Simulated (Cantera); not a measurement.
Feed: 1 mol acetone, 0.34 mol CO₂, 9.8 mol H₂, 0.093 mol H₂O, equilibrated at 1323.15 K and 0.00133 bar.

Method: chemical equilibrium by Gibbs-energy minimisation in Cantera with the NASA 1993 tables (ideal gas, pure condensed phases). Candidate condensed phases: C, C₆H₆, C₇H₈, C₈H₁₈, H₂O; 110 gas species. The feed counts by its element totals alone. Rates play no part.

Problem. What is the equilibrium state?

Solution. 
| Quantity | Result |
|---|---|
| x(H₂) | 0.879 |
| x(CO) | 0.121 |
| x(H) | 4.08e-5 |
| x(CH₄) | 7.00e-6 |
| x(H₂O) | 1.04e-6 |
| n(C(graphite)) | 1.57 mol |
| gas amount | 14.67 mol |
